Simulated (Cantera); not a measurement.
Mixture: CO : H₂ : CH₄ : O₂ : N₂ = 1 : 0.22 : 0.51 : 3.02 : 11.3 (molar parts), equivalence ratio 0.54, at 100000 Pa, adiabatic and at constant pressure. Ignition delay is the time to a rise of 400 K.

Cantera simulation using GRI-Mech 3.0 (53 species, 325 reactions); the numbers are that mechanism's predictions, not measurements. Below about 1000 K GRI-Mech 3.0 lacks low-temperature oxidation paths.

Problem. What does this change do: pressure from 100000 Pa to 1400000 Pa?

Solution. 
```
quantity                                                before       after
--------------------------------------------------  ----------  ----------
delay at 975 K                                         16.6 ms     18.7 ms
delay at 1050 K                                        5.90 ms     3.61 ms
delay at 1125 K                                        2.77 ms    0.927 ms
delay at 1200 K                                        1.42 ms    0.325 ms
delay at 1275 K                                       0.784 ms    0.146 ms
delay at 1350 K                                       0.462 ms     76.2 µs
delay at 1425 K                                       0.291 ms     43.5 µs
apparent activation energy between 1275 and 1425 K  100 kJ/mol  120 kJ/mol
```
The pressure lies above the range GRI-Mech 3.0 was tuned for (to about 10 atm).
